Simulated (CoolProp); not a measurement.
Vapour-liquid equilibrium of ethanol (1) + o-xylene (2) at 0.098 MPa; x and y are mole fractions of (1).

Values from CoolProp's multi-fluid Helmholtz-energy mixture model, Schroeder 2014 and Zhou 2012; pair parameters Bell 2016.

```
x     bubble temperature (°C)  y at the bubble point  dew temperature at overall composition x (°C)  liquid density (mol/L)
----  -----------------------  ---------------------  ---------------------------------------------  ----------------------
0.05                    111.9                  0.606                                          141.2                   7.712
0.2                      88.6                  0.838                                          134.9                   8.553
0.35                     84.0                  0.872                                          127.8                   9.373
0.5                      82.5                  0.884                                          119.2                   10.35
0.65                     81.4                  0.897                                          108.5                   11.57
0.8                      79.9                  0.922                                           93.5                   13.14
0.95                     78.1                  0.974                                           78.8                   15.18
```

No azeotrope shows between x = 0.05 and 0.95.

Pair parameters are fitted to limited data, so mixtures are less certain than the pure fluids. With so large a gap from Raoult's law the liquid may split in two, which this calculation doesn't test in full.
